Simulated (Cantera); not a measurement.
# Equilibrium for roasting and sulfation: MgCO3 + SO2 + O2

Input: 1 mol MgCO3, 0.14 mol SO2, 3.8 mol O2, at 1275 K and 10.0 mbar.

Cantera equilibrium calculation (NASA polynomials, part measured and part estimated; ideal gas, pure solids and liquids). Candidate condensed phases: C, Mg, MgCO3, MgO, MgS, MgSO4, S; 26 gas species. Equilibrium is a limit: real reactors are often held back by kinetics, nucleation or transport.

```json
{
  "x(O2)": "0.769",
  "x(CO2)": "0.202",
  "x(SO2)": "0.0280",
  "x(SO3)": "0.000357",
  "n(MgO(s))": "1.00 mol",
  "gas_amount": "4.939 mol",
  "log10 activity of S(l) (absent)": "-13.36",
  "log10 activity of C(graphite) (absent)": "-16.81",
  "log10 activity of Mg(l) (absent)": "-17.84"
}
```
